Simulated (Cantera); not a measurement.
Input: 1 mol K2SO4, 0.036 mol CO2, at 1.70 mbar.

Method: chemical equilibrium by Gibbs-energy minimisation in Cantera with the NASA 1993 tables (ideal gas, pure condensed phases). Candidate condensed phases: C, K, KO2, K2CO3, K2O, K2O2, K2S, K2SO4, S; 26 gas species. The numbers say what is thermodynamically allowed, not how fast it happens. All values below are at 2048 K.

Base state: K 0.491, SO2 0.243, O2 0.241, O 0.0114, CO2 0.00808, SO 0.00273, KO 0.00151, CO 0.000780 (mole fractions); condensed: gas only.

Q: What changes in the equilibrium state with this change: CO2 from 0.036 to 0.16 mol?

A: 
```
species    before    after
-------  --------  -------
K           0.491    0.475
SO2         0.243    0.236
O2          0.241    0.235
CO2       0.00808   0.0348
O          0.0114   0.0113
CO       0.000780  0.00340
SO3       2.43e-5  2.32e-5
```
